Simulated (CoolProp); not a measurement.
Vapour pressure (bar) of ammonia: the reference equation beside estimates from Tc = 132.4 °C, pc = 113.6 bar, ω = 0.256. Clausius-Clapeyron is anchored at 47.65 °C with a constant enthalpy of vaporisation of 18.10 kJ/mol.

Model: reference Helmholtz-energy equation of state, Gao 2020, in CoolProp.

```
T (°C)  reference  Lee-Kesler  Clausius-Clapeyron  Redlich-Kwong  Soave-Redlich-Kwong
------  ---------  ----------  ------------------  -------------  -------------------
47.65       19.12       19.30               19.12          25.77                19.38
53.55       22.27       22.48               21.61          29.35                22.60
59.45       25.80       26.03               24.32          33.25                26.21
65.45       29.80       30.04               27.31          37.57                30.29
71.35       34.16       34.42               30.49          42.18                34.76
77.25       38.99       39.25               33.91          47.15                39.68
83.15       44.32       44.56               37.59          52.50                45.10
89.15       50.27       50.50               41.59          58.35                51.15
95.05       56.70       56.90               45.79          64.51                57.66
```

Absolute difference from the reference over all 9 rows, mean and median: Lee-Kesler 0.7 and 0.8 %, Clausius-Clapeyron 10.3 and 10.7 %, Redlich-Kwong 23.8 and 23.5 %, Soave-Redlich-Kwong 1.6 and 1.7 %.
